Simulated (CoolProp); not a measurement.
Vapour-liquid equilibrium of R125 (1) + dimethyl ether (2) at -62.45 °C; x and y are mole fractions of (1).

Model: multi-fluid Helmholtz-energy mixture model, Lemmon 2005 and Wu 2011; pair parameters Bell 2016, in CoolProp.

```csv
x,bubble pressure (MPa),y at the bubble point,dew pressure at overall composition x (MPa),liquid density (mol/L)
0.05,0.01434,0.079,0.01418,16.82
0.125,0.01510,0.199,0.01462,16.51
0.2,0.01606,0.319,0.01511,16.20
0.275,0.01727,0.439,0.01568,15.90
0.35,0.01881,0.553,0.01634,15.60
0.425,0.02073,0.657,0.01712,15.30
0.5,0.02310,0.749,0.01805,15.01
0.575,0.02595,0.824,0.01917,14.72
0.65,0.02926,0.884,0.02058,14.42
0.725,0.03298,0.929,0.02241,14.13
0.8,0.03698,0.960,0.02491,13.84
0.875,0.04105,0.981,0.02866,13.54
0.95,0.04494,0.994,0.03551,13.24
```

No azeotrope shows between x = 0.05 and 0.95.

The pair parameters rest on a limited set of measurements; away from them the model extrapolates.
